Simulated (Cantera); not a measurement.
Input: 1 mol HMDSO, a varied amount of O2, 4.1 mol N2, 0.14 mol H2O, at 1400 °C and 0.130 bar.

Method: chemical equilibrium by Gibbs-energy minimisation in Cantera with the NASA 1993 tables (ideal gas, pure condensed phases). Candidate condensed phases: C, C6H6, C7H8, C8H18, H2O, Si, SiC, SiO2, Si2N2O, Si3N4; 151 gas species. The feed counts by its element totals alone. Mutual solubility and eutectic melting of coexisting phases are not modelled. The tables hold silica as quartz up to 1696 K and as liquid above; real silica turns to tridymite and cristobalite and melts near 1996 K. Rates play no part.

**Question.** At 3.8 mol O2, list the 6 most abundant gas species with their mole fractions, and the condensed phases.

**Answer.** H2 0.483, CO 0.317, N2 0.196, SiO 0.00367, H 0.000220, H2O 0.000152. Condensed: SiO2(β-quartz) + Si2N2O(s).
